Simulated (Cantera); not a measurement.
A closed system holds: 1 mol CH3SiCl3, 0.43 mol CH4, 310 mol H2, held at 1850 °C and 58.0 mbar.

Equilibrium computed with Cantera from the NASA thermochemical tables; the gas is ideal and each condensed phase is pure. Candidate condensed phases: C, C6H6, C7H8, C8H18, Si, SiC; 109 gas species. The feed counts by its element totals alone. The tables' values for SiCl are old estimates; treat these amounts as uncertain. Gases not in the tables: Si2H6 and higher silanes. Rates play no part.

Base state: H2 0.974, H 0.0147, HCl 0.00933, C2H2 (acetylene) 0.000887, Si 0.000333, Cl 0.000103, SiH 4.10e-5, SiH2 2.27e-5 (mole fractions); condensed: SiC(s).

**Question.** What changes in the equilibrium state with this change: temperature from 1850 °C to 1127 °C?

**Answer.** 
| species | before | after |
|---|---|---|
| H2 | 0.974 | 0.990 |
| HCl | 0.00933 | 0.00956 |
| CH4 | 1.27e-5 | 0.000246 |
| H | 0.0147 | 2.01e-5 |
| C2H2 (acetylene) | 0.000887 | 2.49e-6 |
| SiCl2 | 2.12e-5 | 1.31e-6 |
| Si | 0.000333 | <1e-9 |
| SiH | 4.10e-5 | <1e-9 |
| Si2C | 1.49e-5 | <1e-9 |
| SiC(s), mol | 0.850 | 1.000 |
| C(graphite), mol | 0 | 0.352 |
